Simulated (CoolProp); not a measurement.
A simple Rankine cycle with ethylbenzene: condensing at 316.15 K, boiler at 0.112 MPa, turbine inlet 418.1 K, turbine efficiency 0.75, pump efficiency 0.6, no recuperator. Each further row changes one setting.

Computed with CoolProp (reference Helmholtz-energy equation of state, Zhou 2012).

```tsv
case	thermal efficiency (%)	net work (kJ/kg)	heat in (kJ/kg)	turbine exit temperature (K)	volume ratio over the turbine
as stated	14.5	77.4	533	365.3	30.6
turbine inlet 438.1 K	14.4	81.7	568	385.5	30.6
condensing temperature 308.15 K	15.7	85.7	547	359.6	45.4
boiler pressure 0.0784 MPa	13.2	70.6	535	371.1	21.4
turbine efficiency 0.65	12.6	67.1	533	372.3	31.2
```
